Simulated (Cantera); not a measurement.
## Equilibrium for silicon carbide growth: SiHCl₃ + C₃H₈ + H₂

Feed: 1 mol SiHCl₃, 0.065 mol C₃H₈, 680 mol H₂, equilibrated at 0.120 bar.

Cantera equilibrium calculation (NASA polynomials, part measured and part estimated; ideal gas, pure solids and liquids). Candidate condensed phases: C, C₆H₆, C₇H₈, C₈H₁₈, Si, SiC; 109 gas species. Mutual solubility and eutectic melting of coexisting phases are not modelled. The tables' values for SiCl are old estimates; treat these amounts as uncertain. Gases not in the tables: Si₂H₆ and higher silanes. Rates play no part.

From 1898 K to 2048 K the condensed part is Si(l) + SiC(s). From 2098 K to 2148 K the condensed part is SiC(s). From 2198 K to 2498 K nothing is condensed. The main Si-bearing gas is Si throughout.

| T (K) | log p H₂ | log p H | log p HCl | log p Si | log p Cl | log p SiH | log p SiH₂ | n Si(l) | n SiC(s) |
|---|---|---|---|---|---|---|---|---|---|
| 1898 | -0.92 | -3.57 | -3.29 | -4.91 | -6.06 | -5.43 | -5.16 | 0.635 | 0.191 |
| 1948 | -0.92 | -3.41 | -3.29 | -4.63 | -5.90 | -5.21 | -5.03 | 0.542 | 0.189 |
| 1998 | -0.92 | -3.26 | -3.29 | -4.37 | -5.75 | -5.00 | -4.90 | 0.385 | 0.183 |
| 2048 | -0.93 | -3.11 | -3.29 | -4.12 | -5.61 | -4.80 | -4.78 | 0.126 | 0.172 |
| 2098 | -0.93 | -2.98 | -3.29 | -4.01 | -5.47 | -4.74 | -4.80 | 0 | 0.148 |
| 2148 | -0.93 | -2.84 | -3.29 | -3.95 | -5.34 | -4.73 | -4.86 | 0 | 0.0715 |
| 2198 | -0.93 | -2.72 | -3.29 | -3.90 | -5.22 | -4.72 | -4.92 | 0 | 0 |
| 2248 | -0.93 | -2.60 | -3.29 | -3.87 | -5.10 | -4.73 | -5.00 | 0 | 0 |
| 2298 | -0.94 | -2.49 | -3.30 | -3.86 | -4.99 | -4.76 | -5.09 | 0 | 0 |
| 2348 | -0.94 | -2.38 | -3.30 | -3.84 | -4.88 | -4.78 | -5.18 | 0 | 0 |
| 2398 | -0.94 | -2.27 | -3.30 | -3.83 | -4.78 | -4.81 | -5.26 | 0 | 0 |
| 2448 | -0.95 | -2.18 | -3.31 | -3.83 | -4.69 | -4.84 | -5.35 | 0 | 0 |
| 2498 | -0.95 | -2.08 | -3.32 | -3.82 | -4.59 | -4.88 | -5.44 | 0 | 0 |
log p: log10 of the partial pressure in bar; n: condensed amount in mol.
